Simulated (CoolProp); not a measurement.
Properties of carbonyl sulfide along the isotherm 620 K.

The numbers come from the reference Helmholtz-energy equation of state, Lemmon 2006 in CoolProp. It is a short technical equation, of lower accuracy than the large ones.

```tsv
p (MPa)	phase	Z	cp (kJ/(kg K))	cv (kJ/(kg K))	isothermal compressibility (1/MPa)	fugacity coefficient
2.45	gas	0.9764	0.8859	0.7258	0.4177	0.9764
4.9	gas	0.9543	0.9154	0.7306	0.2132	0.9540
7.35	supercritical	0.9338	0.9477	0.7354	…	0.9328
9.8	supercritical	0.9153	0.9820	…	…	0.9129
12.2	supercritical	0.8995	1.017	0.7448	0.08869	…
14.7	supercritical	0.8859	1.052	0.7492	0.07346	0.8768
17.1	supercritical	0.8759	1.085	0.7531	0.06248	0.8612
19.6	supercritical	0.8690	1.115	0.7567	0.05340	0.8463
22	supercritical	0.8657	1.140	0.7597	0.04622	0.8334
24.5	supercritical	0.8658	1.161	0.7624	…	0.8214
26.9	supercritical	0.8692	1.177	0.7646	0.03483	0.8113
29.4	supercritical	0.8758	1.187	0.7666	0.03029	0.8021
31.8	supercritical	0.8849	1.194	0.7683	0.02659	0.7946
```

Task: Fill in the missing entries.

Result: 
- 7.35, isothermal compressibility (1/MPa): 0.1446
- 9.8, cv (kJ/(kg K)): 0.7402
- 9.8, isothermal compressibility (1/MPa): 0.1098
- 12.2, fugacity coefficient: 0.8945
- 24.5, isothermal compressibility (1/MPa): 0.03994
